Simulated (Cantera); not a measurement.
Mixture: CH4 : H2 : O2 : N2 = 1 : 1.4 : 6.59 : 24.8 (molar parts), equivalence ratio 0.41, at 1200000 Pa, adiabatic and at constant pressure. Ignition delay is the time to a rise of 400 K.

Computed with Cantera and GRI-Mech 3.0 (53 species, 325 reactions). The pressure lies above the range GRI-Mech 3.0 was tuned for (to about 10 atm).

Problem. What does this change do: constant volume in place of constant pressure?

Solution. 
| quantity | before | after |
|---|---|---|
| delay at 1150 K | 0.627 ms | 0.584 ms |
| delay at 1225 K | 0.152 ms | 0.139 ms |
| delay at 1300 K | 54.3 µs | 48.7 µs |
| delay at 1375 K | 25.8 µs | 23.0 µs |
| delay at 1450 K | 14.3 µs | 12.8 µs |
| delay at 1525 K | 8.83 µs | 7.95 µs |
| delay at 1600 K | 5.85 µs | 5.30 µs |
| apparent activation energy between 1450 and 1600 K | 120 kJ/mol | 110 kJ/mol |

Problem. What does this change do: CH4 1 to 1.3 parts?

Solution. 
```json
[
 {"quantity": "delay at 1150 K", "before": "0.627 ms", "after": "0.607 ms"},
 {"quantity": "delay at 1225 K", "before": "0.152 ms", "after": "0.165 ms"},
 {"quantity": "delay at 1300 K", "before": "54.3 µs", "after": "65.1 µs"},
 {"quantity": "delay at 1375 K", "before": "25.8 µs", "after": "32.9 µs"},
 {"quantity": "delay at 1450 K", "before": "14.3 µs", "after": "18.9 µs"},
 {"quantity": "delay at 1525 K", "before": "8.83 µs", "after": "11.8 µs"},
 {"quantity": "delay at 1600 K", "before": "5.85 µs", "after": "7.81 µs"},
 {"quantity": "apparent activation energy between 1450 and 1600 K", "before": "120 kJ/mol", "after": "110 kJ/mol"}
]
```
